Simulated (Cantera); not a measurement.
Charge: 1 mol SiH₂Cl₂, 0.11 mol Cl₂, 16 mol N₂, equilibrated at 0.0240 bar.

Cantera equilibrium calculation (NASA polynomials, part measured and part estimated; ideal gas, pure solids and liquids). Candidate condensed phases: NH₄Cl, Si, Si₃N₄; 28 gas species. N₂ is the only nitrogen source here; it is nearly inert below about 1500 K, so the nitride shown seldom forms there in practice. The tables' values for SiCl₃ are old estimates; treat these amounts as uncertain. Equilibrium is a limit: real reactors are often held back by kinetics, nucleation or transport.

log p: log10 of the partial pressure in bar; n: condensed amount in mol.

```json
[
 {"T (K)": "875", "log p N₂": "-1.67", "log p HCl": "-2.74", "log p H₂": "-3.32", "log p SiCl₄": "-3.50", "log p SiCl₂": "-10.00", "log p SiCl₃": "-7.63", "log p SiHCl₃": "-6.73", "n Si₃N₄(s)": "0.257"},
 {"T (K)": "925", "log p N₂": "-1.67", "log p HCl": "-2.73", "log p H₂": "-3.34", "log p SiCl₄": "-3.52", "log p SiCl₂": "-9.10", "log p SiCl₃": "-7.11", "log p SiHCl₃": "-6.56", "n Si₃N₄(s)": "0.260"},
 {"T (K)": "975", "log p N₂": "-1.67", "log p HCl": "-2.72", "log p H₂": "-3.36", "log p SiCl₄": "-3.53", "log p SiCl₂": "-8.29", "log p SiCl₃": "-6.64", "log p SiHCl₃": "-6.41", "n Si₃N₄(s)": "0.262"},
 {"T (K)": "1025", "log p N₂": "-1.67", "log p HCl": "-2.71", "log p H₂": "-3.38", "log p SiCl₄": "-3.55", "log p SiCl₂": "-7.56", "log p SiCl₃": "-6.21", "log p SiHCl₃": "-6.28", "n Si₃N₄(s)": "0.265"},
 {"T (K)": "1075", "log p N₂": "-1.67", "log p HCl": "-2.71", "log p H₂": "-3.40", "log p SiCl₄": "-3.56", "log p SiCl₂": "-6.90", "log p SiCl₃": "-5.83", "log p SiHCl₃": "-6.16", "n Si₃N₄(s)": "0.267"},
 {"T (K)": "1125", "log p N₂": "-1.67", "log p HCl": "-2.70", "log p H₂": "-3.41", "log p SiCl₄": "-3.58", "log p SiCl₂": "-6.30", "log p SiCl₃": "-5.48", "log p SiHCl₃": "-6.05", "n Si₃N₄(s)": "0.268"},
 {"T (K)": "1175", "log p N₂": "-1.67", "log p HCl": "-2.70", "log p H₂": "-3.43", "log p SiCl₄": "-3.59", "log p SiCl₂": "[?]", "log p SiCl₃": "-5.17", "log p SiHCl₃": "[?]", "n Si₃N₄(s)": "0.269"},
 {"T (K)": "1225", "log p N₂": "-1.67", "log p HCl": "-2.69", "log p H₂": "-3.44", "log p SiCl₄": "-3.61", "log p SiCl₂": "-5.25", "log p SiCl₃": "-4.88", "log p SiHCl₃": "-5.86", "n Si₃N₄(s)": "0.269"},
 {"T (K)": "1275", "log p N₂": "-1.67", "log p HCl": "-2.69", "log p H₂": "-3.45", "log p SiCl₄": "-3.64", "log p SiCl₂": "-4.80", "log p SiCl₃": "-4.63", "log p SiHCl₃": "-5.79", "n Si₃N₄(s)": "0.268"},
 {"T (K)": "1325", "log p N₂": "-1.67", "log p HCl": "-2.69", "log p H₂": "-3.45", "log p SiCl₄": "-3.69", "log p SiCl₂": "[?]", "log p SiCl₃": "-4.41", "log p SiHCl₃": "-5.74", "n Si₃N₄(s)": "0.264"},
 {"T (K)": "1375", "log p N₂": "-1.67", "log p HCl": "-2.70", "log p H₂": "-3.44", "log p SiCl₄": "-3.77", "log p SiCl₂": "-4.04", "log p SiCl₃": "-4.24", "log p SiHCl₃": "-5.71", "n Si₃N₄(s)": "0.256"},
 {"T (K)": "1425", "log p N₂": "-1.67", "log p HCl": "-2.71", "log p H₂": "-3.41", "log p SiCl₄": "-3.92", "log p SiCl₂": "-3.74", "log p SiCl₃": "-4.13", "log p SiHCl₃": "-5.73", "n Si₃N₄(s)": "0.241"}
]
```

Question: Fill in the missing entries.

Answer: 
- 1175, log p SiCl₂: -5.75
- 1175, log p SiHCl₃: -5.95
- 1325, log p SiCl₂: -4.40
